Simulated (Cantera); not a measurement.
A freely propagating, adiabatic, planar premixed flame of 2.99 % C3H8, 16.8 % O2, 63.1 % N2, 17.1 % CO2, equivalence ratio 0.89, unburnt at 375 K and 9.90 bar; mixture-averaged transport, grid criteria slope 0.08 and curve 0.16, no radiation.

Model: GRI-Mech 3.0 (53 species, 325 reactions), integrated in Cantera. GRI-Mech 3.0 was tuned for natural gas; its chemistry of propane as a main component is partial and can be far from experiment. Burning velocities carry a grid error of a few per cent, more on coarse grids.

x: mole fraction of selected species; z is measured from the peak of heat release.

```json
[
 {"z (mm)": "-0.459", "T (K)": "376", "u (m/s)": "0.0880", "x C3H8": "0.0299", "x O2": "0.168", "x CO2": "0.170", "x NO": "<1e-8", "x OH": "<1e-8", "x N2O": "<1e-8"},
 {"z (mm)": "-0.306", "T (K)": "382", "u (m/s)": "0.0895", "x C3H8": "0.0299", "x O2": "0.167", "x CO2": "0.170", "x NO": "<1e-8", "x OH": "<1e-8", "x N2O": "<1e-8"},
 {"z (mm)": "-0.229", "T (K)": "405", "u (m/s)": "0.0952", "x C3H8": "0.0298", "x O2": "0.165", "x CO2": "0.170", "x NO": "<1e-8", "x OH": "<1e-8", "x N2O": "<1e-8"},
 {"z (mm)": "-0.153", "T (K)": "520", "u (m/s)": "0.123", "x C3H8": "0.0287", "x O2": "0.152", "x CO2": "0.171", "x NO": "1.26e-8", "x OH": "<1e-8", "x N2O": "4.17e-8"},
 {"z (mm)": "-0.0764", "T (K)": "910", "u (m/s)": "0.219", "x C3H8": "0.0201", "x O2": "0.112", "x CO2": "0.180", "x NO": "2.73e-7", "x OH": "2.31e-7", "x N2O": "2.25e-7"},
 {"z (mm)": "-0.0382", "T (K)": "___", "u (m/s)": "0.303", "x C3H8": "___", "x O2": "___", "x CO2": "0.192", "x NO": "___", "x OH": "___", "x N2O": "___"},
 {"z (mm)": "0", "T (K)": "1588", "u (m/s)": "0.390", "x C3H8": "0.000126", "x O2": "0.0408", "x CO2": "0.213", "x NO": "2.28e-6", "x OH": "0.000393", "x N2O": "7.49e-7"},
 {"z (mm)": "0.0382", "T (K)": "1743", "u (m/s)": "0.425", "x C3H8": "<1e-8", "x O2": "0.0266", "x CO2": "0.231", "x NO": "3.58e-6", "x OH": "0.00129", "x N2O": "1.12e-6"},
 {"z (mm)": "0.0764", "T (K)": "1801", "u (m/s)": "0.437", "x C3H8": "<1e-8", "x O2": "0.0223", "x CO2": "0.241", "x NO": "4.37e-6", "x OH": "0.00130", "x N2O": "1.30e-6"},
 {"z (mm)": "0.153", "T (K)": "1845", "u (m/s)": "0.446", "x C3H8": "<1e-8", "x O2": "0.0193", "x CO2": "0.247", "x NO": "5.04e-6", "x OH": "0.000990", "x N2O": "1.24e-6"},
 {"z (mm)": "0.306", "T (K)": "1868", "u (m/s)": "0.451", "x C3H8": "<1e-8", "x O2": "0.0178", "x CO2": "0.251", "x NO": "5.49e-6", "x OH": "0.000651", "x N2O": "7.95e-7"},
 {"z (mm)": "0.611", "T (K)": "1877", "u (m/s)": "0.453", "x C3H8": "<1e-8", "x O2": "0.0173", "x CO2": "0.252", "x NO": "5.77e-6", "x OH": "___", "x N2O": "___"},
 {"z (mm)": "1.22", "T (K)": "1879", "u (m/s)": "0.453", "x C3H8": "<1e-8", "x O2": "0.0172", "x CO2": "0.252", "x NO": "6.06e-6", "x OH": "0.000366", "x N2O": "2.27e-7"}
]
```

Fill in the missing entries.


- -0.0382, T (K): 1242
- -0.0382, x C3H8: 0.00842
- -0.0382, x O2: 0.0767
- -0.0382, x NO: 1.04e-6
- -0.0382, x OH: 7.79e-6
- -0.0382, x N2O: 4.31e-7
- 0.611, x OH: 0.000436
- 0.611, x N2O: 3.56e-7
